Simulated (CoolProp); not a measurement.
Benzene along the isobar 8.39 bar: density (kg/m³) from the reference equation and from simpler models built on Tc = 562.0 K, pc = 49.06 bar, ω = 0.211; each cubic takes its own stable root.

Computed with CoolProp (reference Helmholtz-energy equation of state, Thol 2012).

```
T (K)   phase  reference
-----  ------  ---------
293.3  liquid      879.3
299.4  liquid      872.8
305.4  liquid      866.4
311.5  liquid      859.9
317.6  liquid      853.4
323.6  liquid      846.9
329.7  liquid      840.3
335.8  liquid      833.6
341.8  liquid      827.0
347.9  liquid      820.3
354    liquid      813.5
360    liquid      806.7
366.1  liquid      799.8
372.2  liquid      792.7
378.2  liquid      785.7
```

**Question.** How far does each simpler model (Redlich-Kwong, Soave-Redlich-Kwong) lie from the reference over these 15 states: mean and median of the absolute difference, and the worst?

**Answer.** 
- Redlich-Kwong: mean 10.5 %, median 10.4 %, worst -11.0 % at 378.2 K and 8.39 bar
- Soave-Redlich-Kwong: mean 8.4 %, median 8.4 %, worst -8.9 % at 293.3 K and 8.39 bar
